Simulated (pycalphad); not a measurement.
CALPHAD calculation (pycalphad, COST 507 light-alloy database (1999)), 1 atm. The data set is of 1999 and partly superseded. Diffusion is slow at the low end, where real alloys seldom reach equilibrium.

## Al-0.24Si-7.52C (at.%): equilibrium cooling sequence

```
T (°C)             phases above              phases below
------  -----------------------  ------------------------
658.5            AL4C3 + LIQUID   AL4C3 + FCC_A1 + LIQUID
654.6   AL4C3 + FCC_A1 + LIQUID  AL4C3 + AL8SIC7 + FCC_A1
```

Changes were sought between steps of 50 K, so a narrower field can be missed. At the top of the range, 1577 °C, the alloy is not yet fully liquid: it holds LIQUID + AL4C3.

Database names, with the compositions (at.%) that they take in these runs: AL4C3: Al 57 C 43; AL8SIC7: Al 50 C 44 Si 6. FCC_A1 is fcc.
